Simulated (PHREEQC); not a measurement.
A solution holds 2.1 mmol/kgw NaBF4, at 20 °C. Closed to the air; pH follows from the charge balance.

All values are PHREEQC results (ion-association model, phreeqc.dat), not measurements.

```json
{
  "pH": "3.06",
  "ionic_strength": "0.00302 mol/kgw",
  "total_alkalinity": "-6.30 meq/kg"
}
```

```tsv
species	molality	activity	log γ
Na+	0.00210	0.00198	-0.026
HF	0.00201	0.00201	0.000
F-	0.00178	0.00167	-0.026
BF4-	0.000978	0.000921	-0.026
H+	0.000926	0.000876	-0.024
H3BO3	0.000867	0.000868	0.000
BF3OH-	0.000162	0.000153	-0.026
BF2(OH)2-	9.21e-5	8.67e-5	-0.026
HF2-	1.31e-5	1.24e-5	-0.026
NaF	1.90e-6	1.90e-6	0.000
```

This is a speciation only: nothing precipitates in the calculation. Species that the database lacks are ignored. Real BF4- forms and hydrolyses slowly; the run takes it at equilibrium.
